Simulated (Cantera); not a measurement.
An isothermal, constant-pressure homogeneous reactor starts with C3H8 : H2 = 1 : 15 (molar parts), at 1925 K and 0.132 atm. Integrator tolerance rtol = 1e-08.

Cantera simulation using GRI-Mech 3.0 (53 species, 325 reactions); the numbers are that mechanism's predictions, not measurements. GRI-Mech 3.0 was tuned for natural gas; its chemistry of propane as a main component is partial and can be far from experiment. GRI-Mech 3.0 stops at C3 and has no aromatics, soot or wall deposition, so with more carbon than oxygen in the feed, carbon stays in small species such as C2H2 where larger ones or solid carbon would form.

Problem. What does this change do: temperature 1925 to 1100 K?

Solution. 
```json
[
 {"quantity": "x(C3H8) at 20.0 s", "before": "<1e-12 (gas-phase equilibrium <1e-12)", "after": "3.19e-6 (gas-phase equilibrium 5.07e-9)"},
 {"quantity": "x(H2) at 20.0 s", "before": "0.918 (gas-phase equilibrium 0.918)", "after": "0.869 (gas-phase equilibrium 0.813)"},
 {"quantity": "x(C2H2) at 20.0 s", "before": "0.0784 (gas-phase equilibrium 0.0784)", "after": "0.00530 (gas-phase equilibrium 3.88e-5)"},
 {"quantity": "x(C2H) at 20.0 s", "before": "3.09e-6 (gas-phase equilibrium 3.09e-6)", "after": "<1e-12 (gas-phase equilibrium <1e-12)"},
 {"quantity": "x(CH3) at 20.0 s", "before": "4.36e-5 (gas-phase equilibrium 4.36e-5)", "after": "1.82e-6 (gas-phase equilibrium 2.70e-7)"}
]
```
